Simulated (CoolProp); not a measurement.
Cyclohexane along the isobar 15800 kPa: Z from the reference equation and from simpler models built on Tc = 280.5 °C, pc = 4081 kPa, ω = 0.209; each cubic takes its own stable root.

The numbers come from the reference Helmholtz-energy equation of state, Zhou 2014 in CoolProp.

```csv
T (°C),phase,reference,van der Waals,Redlich-Kwong,Soave-Redlich-Kwong,Peng-Robinson
184.75,liquid,0.5440,0.7941,0.5841,0.5734,0.5103
195.05,liquid,0.5407,0.7846,0.5807,0.5705,0.5080
205.35,liquid,0.5379,0.7758,0.5779,0.5684,0.5063
215.65,liquid,0.5357,0.7677,0.5758,0.5670,0.5054
225.95,liquid,0.5341,0.7602,0.5743,0.5664,0.5052
236.25,liquid,0.5331,0.7533,0.5734,0.5665,0.5058
246.55,liquid,0.5327,0.7469,0.5731,0.5675,0.5072
256.85,liquid,0.5331,0.7412,0.5734,0.5692,0.5094
267.15,liquid,0.5341,0.7359,0.5744,0.5719,0.5125
277.45,liquid,0.5358,0.7312,0.5760,0.5754,0.5164
287.75,supercritical,0.5383,0.7271,0.5782,0.5798,0.5213
298.05,supercritical,0.5416,0.7234,0.5811,0.5852,0.5272
308.35,supercritical,0.5457,0.7203,0.5847,0.5916,0.5341
```
